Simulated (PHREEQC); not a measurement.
# Brine

Solution (20 °C): 3.3 mol/kgw LiBr, 0.026 mol/kgw BaCl2 and 3.5e-05 mol/kgw H4SiO4. Closed to the air; pH follows from the charge balance.

The numbers come from PHREEQC with the Pitzer model, pitzer.dat.

This is a speciation only: nothing precipitates in the calculation.

Q: What pH, osmotic coefficient, density does the model give?

A: pH 6.13; osmotic coefficient 1.444; density 1.188 g/cm³.

In brines, pH and single-ion activities rest on the MacInnes convention.
